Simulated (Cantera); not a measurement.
Input: 1 mol CH4, 0.4 mol O2, 10 mol H2, held at 2248.15 K.

Cantera equilibrium calculation (NASA polynomials, part measured and part estimated; ideal gas, pure solids and liquids). Candidate condensed phases: C, C6H6, C7H8, C8H18, H2O; 110 gas species. The ideal-gas law is rough above about 30 bar. Rates play no part.

x: gas mole fraction; n: condensed amount in mol.

| P (Pa) | x H2 | x H | x CO | x CH4 | n C(graphite) |
|---|---|---|---|---|---|
| 10 | 0.455 | 0.496 | 0.0470 | 4.92e-9 | 0.142 |
| 100 | 0.741 | 0.200 | 0.0562 | 1.30e-7 | 0.129 |
| 1000 | 0.868 | 0.0685 | 0.0604 | 1.79e-6 | 0.123 |
| 10000 | 0.913 | … | 0.0618 | … | 0.121 |
| 100000 | 0.927 | … | 0.0623 | … | 0.118 |
| 1000000 | 0.930 | 0.00224 | 0.0625 | 0.00205 | 0.0922 |
| 10000000 | 0.921 | 0.000706 | 0.0629 | 0.0130 | 0 |

**Question.** Fill in the missing entries.

**Answer.** 
- 10000, x H: 0.0222
- 10000, x CH4: 1.98e-5
- 100000, x H: 0.00708
- 100000, x CH4: 0.000204
